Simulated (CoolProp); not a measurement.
Values from CoolProp's reference Helmholtz-energy equation of state, Eisenbach 2021.

**Question.** Give the vapour pressure (kPa), liquid density (kg/m³), vapour density (kg/m³), liquid cp (kJ/(kg K)) of saturated propylene glycol at 283.75 °C.

**Answer.** 
```tsv
T (°C)	p (kPa)	liquid density (kg/m³)	vapour density (kg/m³)	liquid cp (kJ/(kg K))
283.75	1060	778	19.7	3.96
```
